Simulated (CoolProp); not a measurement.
20 sccm (0 °C, 1 atm) of nitrogen bubbles through liquid n-decane at 301.4 K and leaves saturated at a total pressure of 0.00568 MPa (ideal gas phase). Each further row changes one setting.

The numbers come from the reference Helmholtz-energy equation of state, Lemmon 2006 in CoolProp. It is a short technical equation, of lower accuracy than the large ones.

```tsv
case	vapour pressure (kPa)	mole fraction of vapour	delivery (mg/min)	delivery (sccm)	change of delivery for a bath 1 K warmer (%)
as stated	0.228	…	5.30	…	…
bath temperature 306.4 K	0.317	…	…	1.18	7.1
total pressure 0.0114 MPa	0.228	…	…	…	7.1
```

Task: Fill in the missing entries.

Result: 
- as stated, mole fraction of vapour: 0.0401
- as stated, delivery (sccm): 0.836
- as stated, change of delivery for a bath 1 K warmer (%): 7.3
- bath temperature 306.4 K, mole fraction of vapour: 0.0559
- bath temperature 306.4 K, delivery (mg/min): 7.52
- total pressure 0.0114 MPa, mole fraction of vapour: 0.0200
- total pressure 0.0114 MPa, delivery (mg/min): 2.59
- total pressure 0.0114 MPa, delivery (sccm): 0.408
